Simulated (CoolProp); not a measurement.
A Linde-Hampson liquefier for methane: isothermal reversible compression at 290 K from 1 atm to 5 MPa, throttling to 1 atm, return gas leaving the recuperator 0 K below the feed. Each further row changes one setting.

Model: reference Helmholtz-energy equation of state, Setzmann 1991, in CoolProp.

| case | liquid yield per pass | compression work (kJ/kg of gas) |
|---|---|---|
| as stated | … | 572 |
| high pressure 10 MPa | … | … |
| warm-end temperature 320 K | … | … |
| warm-end gap 5 K | … | 572 |

Problem. What belongs in the gaps?

Solution. 
- as stated, liquid yield per pass: 0.059
- high pressure 10 MPa, liquid yield per pass: 0.120
- high pressure 10 MPa, compression work (kJ/kg of gas): 663
- warm-end temperature 320 K, liquid yield per pass: 0.044
- warm-end temperature 320 K, compression work (kJ/kg of gas): 636
- warm-end gap 5 K, liquid yield per pass: 0.047
